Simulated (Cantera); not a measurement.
Input: 1 mol c-C4F8, 4.1 mol H2, held at 26000 Pa.

Cantera equilibrium calculation (NASA polynomials, part measured and part estimated; ideal gas, pure solids and liquids). Candidate condensed phases: C, C6H6, C7H8, C8H18; 95 gas species. The feed counts by its element totals alone. Rates play no part. All values below are at 2877 °C.

Base state: HF 0.893, H 0.0460, F 0.0360, H2 0.00916, CF 0.00559, C3 0.00548, CF2 0.00101, C2H 0.000912 (mole fractions); condensed: C(graphite).

**Question.** What changes in the equilibrium state with this change: c-C4F8 replaced by CH3F?

**Answer.** 
```json
[
 {"species": "H2", "before": "0.00916", "after": "0.474"},
 {"species": "H", "before": "0.0460", "after": "0.331"},
 {"species": "HF", "before": "0.893", "after": "0.134"},
 {"species": "C2H2 (acetylene)", "before": "0.000862", "after": "0.0446"},
 {"species": "F", "before": "0.0360", "after": "0.000751"},
 {"species": "CF2", "before": "0.00101", "after": "4.38e-7"},
 {"species": "CH3", "before": "1.12e-7", "after": "4.16e-5"},
 {"species": "C4H2", "before": "3.39e-5", "after": "0.00175"},
 {"species": "C(graphite), mol", "before": "3.75", "after": "0.0391"}
]
```
